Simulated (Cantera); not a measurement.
A freely propagating, adiabatic, planar premixed flame of CH4 : C2H6 : O2 : N2 = 1 : 0.23 : 2 : 9.62 (molar parts), equivalence ratio 1.4, unburnt at 325 K and 0.640 bar; unity-Lewis-number transport, grid criteria slope 0.08 and curve 0.16, no radiation.

Model: GRI-Mech 3.0 (53 species, 325 reactions), integrated in Cantera. Unity Lewis numbers drop preferential diffusion, which matters most where H2 and H carry the flame. Burning velocities carry a grid error of a few per cent, more on coarse grids.

x: mole fraction of selected species; z is measured from the peak of heat release.

| z (mm) | T (K) | u (m/s) | x CH4 | x C2H6 | x O2 | x CH2CO | x C2H4 | x HO2 |
|---|---|---|---|---|---|---|---|---|
| -7.21 | 326 | 0.0860 | 0.0778 | 0.0179 | 0.156 | 2.44e-7 | 2.63e-6 | 1.59e-8 |
| -4.81 | 334 | 0.0882 | 0.0774 | 0.0178 | 0.155 | [?] | [?] | [?] |
| -3.61 | 363 | 0.0961 | 0.0759 | 0.0174 | 0.152 | 1.11e-5 | 0.000120 | 9.59e-7 |
| -2.40 | 513 | 0.137 | 0.0682 | 0.0152 | 0.137 | 5.54e-5 | 0.000598 | 9.12e-6 |
| -1.20 | 984 | 0.268 | 0.0422 | 0.00790 | 0.0868 | 0.000208 | 0.00218 | 6.12e-5 |
| -0.601 | 1338 | 0.371 | 0.0217 | 0.00269 | 0.0472 | 0.000321 | 0.00269 | 4.10e-5 |
| 0 | 1650 | 0.465 | 0.00478 | 0.000134 | 0.0128 | 0.000134 | 0.000784 | 7.44e-6 |
| 0.601 | 1761 | 0.498 | [?] | [?] | [?] | [?] | [?] | [?] |
| 1.20 | 1783 | 0.504 | 0.000272 | 2.99e-7 | 0.000332 | 4.92e-6 | 4.05e-6 | 8.74e-8 |
| 2.40 | 1791 | 0.506 | 0.000175 | 5.31e-8 | 3.26e-5 | 2.60e-6 | 8.73e-7 | <1e-8 |
| 4.81 | 1794 | 0.507 | 0.000167 | 1.39e-8 | 2.29e-6 | 1.49e-6 | 4.41e-7 | <1e-8 |
| 9.62 | 1795 | 0.507 | 0.000175 | <1e-8 | 1.51e-7 | 8.47e-7 | 3.10e-7 | <1e-8 |
| 19.2 | 1795 | 0.507 | 0.000175 | <1e-8 | 3.04e-8 | 5.43e-7 | 2.30e-7 | <1e-8 |

Complete the blanks.


- -4.81, x CH2CO: 2.62e-6
- -4.81, x C2H4: 2.83e-5
- -4.81, x HO2: 1.87e-7
- 0.601, x CH4: 0.000701
- 0.601, x C2H6: 2.65e-6
- 0.601, x O2: 0.00184
- 0.601, x CH2CO: 1.35e-5
- 0.601, x C2H4: 3.91e-5
- 0.601, x HO2: 6.09e-7
